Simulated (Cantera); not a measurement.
Charge: 1 mol B₂O₃, 1.3 mol H₂O, 53 mol N₂, at 2400 K and 13300 Pa.

Cantera equilibrium calculation (NASA polynomials, part measured and part estimated; ideal gas, pure solids and liquids). Candidate condensed phases: B, BN, B₂O₃, B₃O₃H₃, H₂O; 39 gas species. Kinetics and transport are ignored.

Base state: N₂ 0.952, HBO₂ 0.0183, H₂O 0.00888, B₂O₃ 0.00674, H₂ 0.00338, BO₂ 0.00304, H 0.00253, OH 0.00122 (mole fractions); condensed: gas only.

### Question
What changes in the equilibrium state with this change: pressure from 13300 Pa to 8900 Pa?

### Answer
```tsv
species	before	after
N₂	0.952	0.951
HBO₂	0.0183	0.0178
H₂O	0.00888	0.00844
H	0.00253	0.00323
O	0.000613	0.000807
BO	0.000961	0.00125
O₂	0.000666	0.000771
BO₂	0.00304	0.00346
OH	0.00122	0.00137
```
